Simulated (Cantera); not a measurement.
Input: 1 mol SiH2Cl2, a varied amount of N2, 12 mol H2, at 823.15 K and 0.133 bar.

Equilibrium computed with Cantera from the NASA thermochemical tables; the gas is ideal and each condensed phase is pure. Candidate condensed phases: NH4Cl, Si, Si3N4; 28 gas species. N2 is the only nitrogen source here; it is nearly inert below about 1500 K, so the nitride shown seldom forms there in practice. Kinetics and transport are ignored.

log p: log10 of the partial pressure in bar; n: condensed amount in mol.

```csv
n(N2) (mol),log p H2,log p N2,log p HCl,log p SiCl4,n Si3N4(s)
1.1,-0.95,-2.38,-1.75,-3.66,0.325
1.6,-0.97,-2.07,-1.76,-3.86,0.328
2.2,-0.99,-1.88,-1.78,-4.01,0.330
3,-1.01,-1.72,-1.79,-4.15,0.330
4.1,-1.04,-1.58,-1.82,-4.29,0.331
5.7,-1.08,…,-1.86,…,0.332
7.9,-1.12,…,-1.90,…,0.332
11,-1.18,-1.25,-1.96,-4.79,0.332
15,-1.25,-1.17,-2.03,-4.97,0.333
```

### Question
Complete the blanks.

### Answer

- 5.7, log p N2: -1.45
- 5.7, log p SiCl4: -4.45
- 7.9, log p N2: -1.34
- 7.9, log p SiCl4: -4.61
